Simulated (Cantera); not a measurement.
A perfectly stirred reactor is fed with CH₄ : CO : O₂ : N₂ = 1 : 0.67 : 2.12 : 7.98 (molar parts), equivalence ratio 1.1, at 0.987 atm; it is adiabatic with a 750 K inlet, and is followed from long to short residence time, starting on the burning branch (τ in s: 0.11, 0.042, 0.016, 0.0058, 0.0022, 0.00081, 0.0003, 0.00011, 4.2e-05).

Model: GRI-Mech 3.0 (53 species, 325 reactions), integrated in Cantera.

### Question
Predict: blow-out, bracketed by the residence times tried; x(CH₄) at τ = 0.110 s; x(CO) at τ = 0.110 s; x(O₂) at τ = 0.110 s; x(NO₂) at τ = 0.110 s; x(HCO) at τ = 0.110 s; x(CH₄) at τ = 2.20 ms; x(CO) at τ = 2.20 ms; x(O₂) at τ = 2.20 ms; x(NO₂) at τ = 2.20 ms; x(HCO) at τ = 2.20 ms.

### Answer
- blow-out, bracketed by the residence times tried: burning at 42.0 µs, the shortest tried
- x(CH₄) at τ = 0.110 s: 1.10e-6
- x(CO) at τ = 0.110 s: 0.0427
- x(O₂) at τ = 0.110 s: 0.00565
- x(NO₂) at τ = 0.110 s: 4.15e-7
- x(HCO) at τ = 0.110 s: 3.52e-8
- x(CH₄) at τ = 2.20 ms: 2.94e-5
- x(CO) at τ = 2.20 ms: 0.0510
- x(O₂) at τ = 2.20 ms: 0.0120
- x(NO₂) at τ = 2.20 ms: 7.95e-8
- x(HCO) at τ = 2.20 ms: 9.46e-7
